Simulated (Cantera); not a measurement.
Feed: 1 mol Si, 2.7 mol H2, held at 750 K and 1 atm.

Method: chemical equilibrium by Gibbs-energy minimisation in Cantera with the NASA 1993 tables (ideal gas, pure condensed phases). Candidate condensed phases: Si; 9 gas species. The numbers say what is thermodynamically allowed, not how fast it happens.

**Question.** What is the equilibrium state?

**Answer.** 
| Quantity | Value |
|---|---|
| x(H2) | 1.00 |
| n(Si(s)) | 1.00 mol |
| gas amount | 2.700 mol |
